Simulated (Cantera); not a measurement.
Cantera run:

```python
import numpy as np
import cantera as ct

gas_names = """
    CL CLO CL2 Mg MgCL MgCL2 MgO Mg2 O O2 O3 Ti TiCL TiCL2 TiCL3 TiCL4 TiO TiOCL TiOCL2 TiO2
""".split()
cond_names = """
    Mg(cr) Mg(L) MgCL2(s) MgCL2(L) MgO(s) MgO(L) MgTiO3(s) MgTiO3(L) MgTi2O5(s) MgTi2O5(L) Mg2TiO4(s)
    Mg2TiO4(L) Ti(a) Ti(b) Ti(L) TiCL2(s) TiCL3(s) TiCL4(L) TiO(a) TiO(b) TiO(L) TiO2(ru) TiO2(L)
    Ti2O3(a) Ti2O3(b) Ti2O3(L) Ti3O5(a) Ti3O5(b) Ti3O5(L) Ti4O7(s) Ti4O7(L)
""".split()


# ... load() reads the species with a 1 bar reference pressure and builds the phases ...
atoms = {
    'TiO2': {'Ti': 1, 'O': 2},
    'MgCl2': {'Mg': 1, 'CL': 2},
    'O2': {'O': 2},
}
top_T = {'TiCL2(s)': 1300, 'TiCL3(s)': 1000}  # K; cautious upper limits of use, not melting points


# ... equilibrate(T, P, feed) seeds the gas with the atoms and calls Mixture.equilibrate('TP', solver="vcs", rtol=1e-11, max_steps=5000) ...
results = []
feed = {'TiO2': 1, 'MgCl2': 1.4, 'O2': 0.34}  # mol
T = 1375  # K
P = 710  # Pa
mix = equilibrate(T, P, feed)
results.append((T, P, feed, dict(zip(mix.species_names, mix.species_moles))))
print(gas.report(threshold=1e-05))
for i in range(1, mix.n_phases):
    print(f"{mix.phase(i).name:16s} {mix.phase_moles(i):12.5e} mol")
```

Output:

```
       temperature   1375 K
          pressure   710 Pa
           density   0.0047676 kg/m^3
  mean mol. weight   76.767 kg/kmol
   phase of matter   gas

                          1 kg             1 kmol
                     ---------------   ---------------
          enthalpy       -1.5498e+06       -1.1897e+08  J
   internal energy       -1.6987e+06        -1.304e+08  J
           entropy            4680.2        3.5929e+05  J/K
    Gibbs function       -7.9851e+06       -6.1299e+08  J
 heat capacity c_p             609.2             46767  J/K
 heat capacity c_v             500.9             38452  J/K

                      mass frac. Y      mole frac. X     chem. pot. / RT
                     ---------------   ---------------   ---------------
                CL          0.076047           0.16468           -18.022
               CLO        1.8885e-05        2.8178e-05           -36.915
               CL2           0.32582           0.35279           -36.045
             MgCL2           0.58869           0.47468           -78.713
                O2         0.0020126         0.0048285           -37.786
             TiCL4         0.0074087         0.0029986           -129.38
     [  +14 minor]        3.4628e-06        2.3006e-06

Mg(L)             0.00000e+00 mol
MgCL2(L)          0.00000e+00 mol
MgO(s)            0.00000e+00 mol
MgTiO3(s)         3.53318e-01 mol
MgTi2O5(s)        3.21048e-01 mol
Mg2TiO4(s)        0.00000e+00 mol
Ti(b)             0.00000e+00 mol
TiCL4(L)          0.00000e+00 mol
TiO(b)            0.00000e+00 mol
TiO2(ru)          0.00000e+00 mol
Ti2O3(b)          0.00000e+00 mol
Ti3O5(b)          0.00000e+00 mol
Ti4O7(s)          0.00000e+00 mol
```

These are equilibrium values from Cantera (NASA tables, ideal gas, pure condensed phases), not measurements of a reactor. Mutual solubility and eutectic melting of coexisting phases are not modelled. Condensed phases not in the tables: alloys, solid solutions and most ternary compounds.
